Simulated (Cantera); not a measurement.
A Cantera script and what it prints.

```python
import numpy as np
import cantera as ct

gas_names = """
    CL CL2 Cs CsCL Cs2 Cs2CL2 H HCL H2
""".split()
cond_names = """
    Cs(cr) Cs(L) CsCL(a) CsCL(b) CsCL(L)
""".split()


# ... load() reads the species with a 1 bar reference pressure and builds the phases ...
atoms = {
    'CsCl': {'Cs': 1, 'CL': 1},
    'H2': {'H': 2},
}
top_T = {}  # K; cautious upper limits of use, not melting points


# ... equilibrate(T, P, feed) seeds the gas with the atoms and calls Mixture.equilibrate('TP', solver="vcs", rtol=1e-11, max_steps=5000) ...
results = []
feed = {'CsCl': 1, 'H2': 0.13}  # mol
T = 1950  # K
P = 2000  # Pa
mix = equilibrate(T, P, feed)
results.append((T, P, feed, dict(zip(mix.species_names, mix.species_moles))))
print(gas.report(threshold=0.0001))
for i in range(1, mix.n_phases):
    print(f"{mix.phase(i).name:16s} {mix.phase_moles(i):12.5e} mol")
```

It prints:

```
       temperature   1950 K
          pressure   2000 Pa
           density   0.01825 kg/m^3
  mean mol. weight   147.94 kg/kmol
   phase of matter   gas

                          1 kg             1 kmol
                     ---------------   ---------------
          enthalpy       -9.8415e+05        -1.456e+08  J
   internal energy       -1.0937e+06       -1.6181e+08  J
           entropy              2339        3.4603e+05  J/K
    Gibbs function       -5.5451e+06       -8.2036e+08  J
 heat capacity c_p            257.15             38043  J/K
 heat capacity c_v            200.95             29729  J/K

                      mass frac. Y      mole frac. X     chem. pot. / RT
                     ---------------   ---------------   ---------------
                CL        6.6371e-05        0.00027699           -27.266
                Cs          0.013541          0.015073            -27.08
              CsCL           0.98029           0.86143           -54.346
            Cs2CL2         0.0010053         0.0004417           -108.69
                 H        1.7925e-05         0.0026309           -12.781
               HCL         0.0036463          0.014796           -40.047
                H2         0.0014355           0.10535           -25.563
     [   +2 minor]        2.7095e-08        1.8139e-08

Cs(L)             0.00000e+00 mol
CsCL(L)           0.00000e+00 mol
```

These are equilibrium values from Cantera (NASA tables, ideal gas, pure condensed phases), not measurements of a reactor.
